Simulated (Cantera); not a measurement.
Predominance diagram of Ca at 1125 K against the partial pressures of O2 and Cl2 (log10, bar). Cantera with NASA thermochemical tables; ideal gases at 1 bar, condensed phases pure. Candidates: Ca(l), CaCl2(l), CaO(s). Only these pure phases compete in this equilibrium. Not in the tables: oxide halides.

Problem. Which phase is stable at these pairs, and which metal-bearing vapour leads over it? (-7.8, -1.1); (0, -4.4); (-8.9, 0); (-8.3, -6.5); (-8.3, -12); (-4.7, -1.1); (-7.3, -5.5)

Solution. 
```json
[
 {"log p(O2)": "-7.8", "log p(Cl2)": "-1.1", "phase": "CaCl2(l)", "chief vapour": "CaCl2", "log p (bar)": "-6.0"},
 {"log p(O2)": "0", "log p(Cl2)": "-4.4", "phase": "CaCl2(l)", "chief vapour": "CaCl2", "log p (bar)": "-6.0"},
 {"log p(O2)": "-8.9", "log p(Cl2)": "0", "phase": "CaCl2(l)", "chief vapour": "CaCl2", "log p (bar)": "-6.0"},
 {"log p(O2)": "-8.3", "log p(Cl2)": "-6.5", "phase": "CaCl2(l)", "chief vapour": "CaCl2", "log p (bar)": "-6.0"},
 {"log p(O2)": "-8.3", "log p(Cl2)": "-12", "phase": "CaO(s)", "chief vapour": "CaCl2", "log p (bar)": "-8.8"},
 {"log p(O2)": "-4.7", "log p(Cl2)": "-1.1", "phase": "CaCl2(l)", "chief vapour": "CaCl2", "log p (bar)": "-6.0"},
 {"log p(O2)": "-7.3", "log p(Cl2)": "-5.5", "phase": "CaCl2(l)", "chief vapour": "CaCl2", "log p (bar)": "-6.0"}
]
```
